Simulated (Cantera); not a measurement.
A jet of 3.82 % H₂, 7.52 % O₂, 88.7 % N₂ at 300 K and 173 Torr hits a platinum plate 3.1 cm away at a mass flux of 0.034 kg/m²/s; the plate temperature is set and raised in steps from an oxygen-covered start.

Computed with Cantera and Deutschmann's 1995 Pt surface mechanism with GRI-Mech 3.0 gas chemistry. Catalytic surfaces can have several steady states; this one follows from the mechanism file's or the stated starting coverage.

One state of this run: wall x H₂ = 0.00117; wall x O₂ = 0.0361; wall x H₂O = 0.0700; wall x OH = <1e-8; θ free Pt = 0.0818; θ O* = 0.913; θ OH* = 0.00494. x: mole fraction at the wall; θ: surface coverage.

### Question
Which value of plate T (K) does it belong to?
A. 750
B. 1000
C. 950
D. 700

### Answer
A, 750
